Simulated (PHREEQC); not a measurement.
# Phosphoric acid bath (model solution)

A solution holds 160 mmol/kgw H3PO4 and 0.81 mmol/kgw K2HPO4, at 25 °C. Closed to the air; pH follows from the charge balance.

The numbers come from PHREEQC with the ion-association model, phreeqc.dat.

This is a speciation only: nothing precipitates in the calculation.

Predict the pH, ionic strength, specific conductance.

pH 1.54; ionic strength 0.0350 mol/kgw; specific conductance 11400 µS/cm.

In which forms is P present?

H3PO4 78 %, H2PO4- 22 % of the P.
